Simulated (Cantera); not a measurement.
A closed system holds: 1 mol SiH2Cl2, 0.44 mol O3, 2.9 mol N2, at 1875 K.

Equilibrium computed with Cantera from the NASA thermochemical tables; the gas is ideal and each condensed phase is pure. Candidate condensed phases: H2O, NH4Cl, Si, SiO2, Si2N2O, Si3N4; 47 gas species. The tables' values for SiCl3, SiCl are old estimates; treat these amounts as uncertain. The tables hold silica as quartz up to 1696 K and as liquid above; real silica turns to tridymite and cristobalite and melts near 1996 K. Equilibrium is a limit: real reactors are often held back by kinetics, nucleation or transport.

**Question.** At 0.190 bar, list the 4 most abundant gas species with their mole fractions, and the condensed phases.

**Answer.** N2 0.569, HCl 0.290, H2 0.0510, SiO 0.0440. Condensed: SiO2(condensed).
